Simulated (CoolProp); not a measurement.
Saturated liquid density (kg/m³) of R1224YDZ: the reference equation beside estimates from Tc = 428.7 K, pc = 33.34 bar, ω = 0.325. Rackett uses Z = 0.29056 − 0.08775 ω.

Values from CoolProp's reference Helmholtz-energy equation of state, Akasaka 2023.

| T (K) | reference | Rackett | Soave-Redlich-Kwong | Peng-Robinson |
|---|---|---|---|---|
| 207.7 | 1587 | 1606 | 1402 | 1576 |
| 231.7 | 1529 | 1549 | 1361 | 1533 |
| 255.7 | 1471 | ___ | 1315 | 1483 |
| 279.7 | 1409 | 1427 | 1262 | 1426 |
| 303.6 | ___ | 1360 | ___ | 1359 |
| 327.6 | 1274 | 1286 | ___ | 1280 |
| 351.6 | 1195 | 1204 | 1043 | ___ |
| 375.6 | ___ | ___ | 937.0 | 1063 |
| 399.5 | 982.7 | 986.8 | 798.9 | 902.5 |

Problem. What belongs in the gaps?

Solution. 
- 255.7, Rackett: 1490
- 303.6, reference: 1345
- 303.6, Soave-Redlich-Kwong: 1201
- 327.6, Soave-Redlich-Kwong: 1129
- 351.6, Peng-Robinson: 1184
- 375.6, reference: 1101
- 375.6, Rackett: 1108

Absolute difference from the reference over all 9 rows, mean and median: Rackett 1.0 and 1.1 %, Soave-Redlich-Kwong 12.5 and 11.4 %, Peng-Robinson 1.9 and 0.9 %.
